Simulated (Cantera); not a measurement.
Input: 1 mol C2F6, 2.9 mol H2, held at 2300 K and 0.00160 bar.

Equilibrium computed with Cantera from the NASA thermochemical tables; the gas is ideal and each condensed phase is pure. Candidate condensed phases: C, C6H6, C7H8, C8H18; 95 gas species. The feed counts by its element totals alone. Rates play no part.

Base state: HF 0.963, F 0.0331, H 0.00202, CF2 0.000908, CF 0.000551, H2 6.99e-5, C3 1.05e-5 (mole fractions); condensed: C(graphite).

Q: What changes in the equilibrium state with this change: H2 from 2.9 to 19 mol?

A: 
```
species             before    after
----------------  --------  -------
H2                 6.99e-5    0.567
HF                   0.963    0.248
H                  0.00202    0.182
F                   0.0331  9.44e-5
CF2               0.000908  7.40e-9
C2H2 (acetylene)   3.02e-7  0.00245
C(graphite), mol      1.99     1.88
```
